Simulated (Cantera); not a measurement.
An isothermal, constant-pressure homogeneous reactor starts with C₂H₆ : H₂ = 1 : 140 (molar parts), at 1050 K and 0.0520 bar. Integrator tolerance rtol = 1e-08.

Cantera simulation using GRI-Mech 3.0 (53 species, 325 reactions); the numbers are that mechanism's predictions, not measurements. GRI-Mech 3.0 stops at C3 and has no aromatics, soot or wall deposition, so with more carbon than oxygen in the feed, carbon stays in small species such as C2H2 where larger ones or solid carbon would form.

Q: What does this change do: C2H6 1 to 3.9 parts?

A: 
```json
[
 {"quantity": "x(C₂H₆) at 40.0 s", "before": "0.000261 (gas-phase equilibrium 5.48e-8)", "after": "0.000986 (gas-phase equilibrium 8.33e-7)"},
 {"quantity": "x(H₂) at 40.0 s", "before": "0.991 (gas-phase equilibrium 0.986)", "after": "0.967 (gas-phase equilibrium 0.946)"},
 {"quantity": "x(CH₂) at 40.0 s", "before": "<1e-12 (gas-phase equilibrium <1e-12)", "after": "<1e-12 (gas-phase equilibrium <1e-12)"},
 {"quantity": "x(CH₃) at 40.0 s", "before": "7.93e-8 (gas-phase equilibrium 9.11e-9)", "after": "2.67e-7 (gas-phase equilibrium 3.55e-8)"},
 {"quantity": "x(CH₄) at 40.0 s", "before": "0.00360 (gas-phase equilibrium 0.0142)", "after": "0.0126 (gas-phase equilibrium 0.0542)"}
]
```
